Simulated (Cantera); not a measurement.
A diamond (100) surface in a fixed gas of H2 with x(CH4) = 0.0031, x(H) = 0.0061, at 1325 K, 128 Torr; coverages are run to steady state.

Computed with Cantera and the Harris–Goodwin 1993 mechanism for the reconstructed diamond (100) surface.

θ: site fractions in the mechanism's names (c6HH fully hydrogenated, c6H* and c6*H radical sites, c6** diradical, c6HM methylated).

```
x(CH3)   growth (µm/h)  θ c6HH  θ c6H*  θ c6*H  θ c6**      θ c6HM
-------  -------------  ------  ------  ------  ------  ----------
1e-06           0.0609   0.372  0.0518   0.529  0.0473     4.40e-6
2.4e-06          0.146   0.372  0.0518   0.529  0.0473     1.06e-5
5.8e-06     (withheld)   0.372  0.0518   0.529  0.0473  (withheld)
1.4e-05     (withheld)   0.372  0.0518   0.529  0.0473  (withheld)
3.4e-05           2.07   0.372  0.0518   0.529  0.0473    0.000150
8.2e-05           4.98   0.371  0.0518   0.529  0.0472    0.000360
0.0002            12.1   0.371  0.0517   0.528  0.0469    0.000876
0.00047           28.2   0.370  0.0516   0.527  0.0463     0.00205
0.0011            64.6   0.369  0.0513   0.523  0.0450     0.00472
```

Q: Fill in the missing entries.

A: 
- 5.8e-06, growth (µm/h): 0.353
- 5.8e-06, θ c6HM: 2.55e-5
- 1.4e-05, growth (µm/h): 0.853
- 1.4e-05, θ c6HM: 6.16e-5
